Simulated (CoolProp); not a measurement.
The numbers come from the reference Helmholtz-energy equation of state, Lemmon 2006 in CoolProp. It is a short technical equation, of lower accuracy than the large ones.

Task: For neopentane, give the phase and the cp (kJ/(kg K)), cv (kJ/(kg K)), speed of sound (m/s), Joule-Thomson coefficient (K/MPa) at 290.9 K and 0.283 MPa; 277.1 K and 0.0309 MPa.

Result: 
- 290.9 K and 0.283 MPa: liquid; cp 2.27, cv 1.69, speed of sound 889, Joule-Thomson coefficient -0.347
- 277.1 K and 0.0309 MPa: gas; cp 1.58, cv 1.46, speed of sound 183, Joule-Thomson coefficient 31.6
